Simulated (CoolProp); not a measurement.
Vapour-liquid equilibrium of R125 (1) + R236EA (2) at 251.1 K; x and y are mole fractions of (1).

Computed with CoolProp (multi-fluid Helmholtz-energy mixture model, Lemmon 2005 and Rui 2013; pair parameters Bell 2016).

```json
[
 {"x": "0.05", "bubble pressure, mixture model (bar)": "[?]", "bubble pressure, Raoult's law (bar)": "0.4159", "y, mixture model": "[?]", "y, Raoult's law": "0.375"},
 {"x": "0.15", "bubble pressure, mixture model (bar)": "0.7234", "bubble pressure, Raoult's law (bar)": "0.7007", "y, mixture model": "0.669", "y, Raoult's law": "0.668"},
 {"x": "0.25", "bubble pressure, mixture model (bar)": "1.010", "bubble pressure, Raoult's law (bar)": "0.9856", "y, mixture model": "0.786", "y, Raoult's law": "0.792"},
 {"x": "0.35", "bubble pressure, mixture model (bar)": "[?]", "bubble pressure, Raoult's law (bar)": "1.270", "y, mixture model": "0.851", "y, Raoult's law": "0.860"},
 {"x": "0.45", "bubble pressure, mixture model (bar)": "1.565", "bubble pressure, Raoult's law (bar)": "1.555", "y, mixture model": "0.893", "y, Raoult's law": "0.903"},
 {"x": "0.55", "bubble pressure, mixture model (bar)": "1.839", "bubble pressure, Raoult's law (bar)": "1.840", "y, mixture model": "0.923", "y, Raoult's law": "0.933"},
 {"x": "0.65", "bubble pressure, mixture model (bar)": "[?]", "bubble pressure, Raoult's law (bar)": "2.125", "y, mixture model": "0.946", "y, Raoult's law": "0.955"},
 {"x": "0.75", "bubble pressure, mixture model (bar)": "[?]", "bubble pressure, Raoult's law (bar)": "2.410", "y, mixture model": "0.965", "y, Raoult's law": "0.972"},
 {"x": "0.85", "bubble pressure, mixture model (bar)": "2.677", "bubble pressure, Raoult's law (bar)": "2.695", "y, mixture model": "0.980", "y, Raoult's law": "0.985"},
 {"x": "0.95", "bubble pressure, mixture model (bar)": "2.971", "bubble pressure, Raoult's law (bar)": "2.980", "y, mixture model": "[?]", "y, Raoult's law": "0.995"}
]
```

**Question.** What belongs in the gaps?

**Answer.** 
- 0.05, bubble pressure, mixture model (bar): 0.4268
- 0.05, y, mixture model: 0.385
- 0.35, bubble pressure, mixture model (bar): 1.289
- 0.65, bubble pressure, mixture model (bar): 2.114
- 0.75, bubble pressure, mixture model (bar): 2.392
- 0.95, y, mixture model: 0.994

The largest gap from Raoult's law is +3.2 % in bubble pressure, at x = 0.15. No azeotrope shows between x = 0.05 and 0.95.

The pair parameters rest on a limited set of measurements; away from them the model extrapolates. The gap from Raoult's law changes sign with composition, which may be real or a fault of the pair parameters; it wasn't checked against measurements.
